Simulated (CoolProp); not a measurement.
Vapour-liquid equilibrium of isohexane (1) + n-heptane (2) at 136.25 °C; x and y are mole fractions of (1).

The numbers come from the multi-fluid Helmholtz-energy mixture model, Lemmon 2006 and Span 2003; pair parameters Bell 2016 in CoolProp.

```tsv
x	bubble pressure (bar)	y at the bubble point	dew pressure at overall composition x (bar)	liquid density (mol/L)
0.05	2.932	0.106	2.826	5.771
0.15	3.322	?	3.022	5.814
0.25	3.714	0.423	3.245	5.857
0.35	4.112	0.540	3.502	?
0.45	4.515	0.639	3.800	5.940
0.55	4.928	0.725	4.149	?
0.65	5.350	0.799	?	6.021
0.75	5.782	0.865	?	?
0.85	6.225	?	5.678	6.095
0.95	6.679	?	6.448	6.128
```

Question: Complete the blanks.

Answer: 
- 0.15, y at the bubble point: 0.281
- 0.35, liquid density (mol/L): 5.899
- 0.55, liquid density (mol/L): 5.981
- 0.65, dew pressure at overall composition x (bar): 4.564
- 0.75, dew pressure at overall composition x (bar): 5.064
- 0.75, liquid density (mol/L): 6.059
- 0.85, y at the bubble point: 0.923
- 0.95, y at the bubble point: 0.976

No azeotrope shows between x = 0.05 and 0.95.

Pair parameters are fitted to limited data, so mixtures are less certain than the pure fluids.
